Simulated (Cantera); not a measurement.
**Equilibrium for silicon carbide growth: CH₃SiCl₃ + C₂H₄ + H₂**

A closed system holds: 1 mol CH₃SiCl₃, 0.15 mol C₂H₄, 210 mol H₂, held at 1248 K and 10.0 mbar.

Cantera equilibrium calculation (NASA polynomials, part measured and part estimated; ideal gas, pure solids and liquids). Candidate condensed phases: C, C₆H₆, C₇H₈, C₈H₁₈, Si, SiC; 109 gas species. The feed counts by its element totals alone. Equilibrium is a limit: real reactors are often held back by kinetics, nucleation or transport.

- x(H₂) = 0.986
- x(HCl) = 0.0141
- x(CH₄) = 0.000108
- x(H) = 4.64e-6
- x(SiCl₂) = 1.12e-6
- n(C(graphite)) = 0.277 mol
- n(SiC(s)) = 1.000 mol
- gas amount = 213.3 mol
- log10 activity of Si(s) (absent) = -2.65
